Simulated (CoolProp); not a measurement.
Vapour-liquid equilibrium of CHF3 (R23) (1) + R143a (2) at 244.9 K; x and y are mole fractions of (1).

The numbers come from the multi-fluid Helmholtz-energy mixture model, Penoncello 2003 and Lemmon and Jacobsen 2000; pair parameters Bell 2016 in CoolProp.

```tsv
x	bubble pressure (kPa)	y at the bubble point	dew pressure at overall composition x (kPa)	liquid density (mol/L)
0.05	262.9	0.158	239.8	13.42
0.2	375.3	0.487	273.4	13.96
0.35	501.5	0.679	318.4	14.52
0.5	632.2	0.796	381.6	15.11
0.65	762.0	0.875	477.4	15.72
0.8	890.7	0.934	637.7	16.37
0.95	1023	0.984	931.4	17.06
```

No azeotrope shows between x = 0.05 and 0.95.

The pair parameters rest on a limited set of measurements; away from them the model extrapolates.
